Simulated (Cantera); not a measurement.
A closed system holds: 1 mol CaF₂, 3.8 mol H₂, equilibrated at 1950 K and 1.00 Torr.

Cantera equilibrium calculation (NASA polynomials, part measured and part estimated; ideal gas, pure solids and liquids). Candidate condensed phases: Ca, CaF₂; 15 gas species. The numbers say what is thermodynamically allowed, not how fast it happens.

**Question.** What is the equilibrium state?

**Answer.** 
```
Quantity                               Result
----------------------------------  ---------
x(H₂)                                   0.718
x(CaF₂)                                 0.156
x(HF)                                  0.0561
x(CaF)                                 0.0312
x(H)                                   0.0266
x(Ca)                                  0.0125
gas amount                          5.007 mol
log10 activity of CaF₂(l) (absent)      -1.00
log10 activity of Ca(l) (absent)        -5.16
```
